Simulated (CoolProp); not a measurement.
The fluid at 293.15 K and 0.212 MPa is compressed adiabatically to 1.2 MPa with isentropic efficiency 0.7. The same conditions are run with several fluids, on thermodynamics alone (safety and materials aside).

Values from CoolProp's reference Helmholtz-energy equation of state of each fluid (R134a: Tillner-Roth 1994; ethane: Bücker 2006; R143a: Lemmon and Jacobsen 2000; sulfur hexafluoride: Guder 2009; fluoroethane (R161): Wu 2012).

Rank R134a, ethane, R143a, sulfur hexafluoride, fluoroethane (R161) by work (kJ/kg), highest first.

ethane (224), fluoroethane (R161) (134), R143a (73.7), R134a (59.3), sulfur hexafluoride (42.4)

| fluid | final temperature (K) | final density (kg/m³) |
|---|---|---|
| R134a | 369.9 | 45.2 |
| ethane | 411.1 | 10.9 |
| R143a | 375.2 | 35.6 |
| sulfur hexafluoride | 358.9 | 63.5 |
| fluoroethane (R161) | 397.9 | 18.8 |
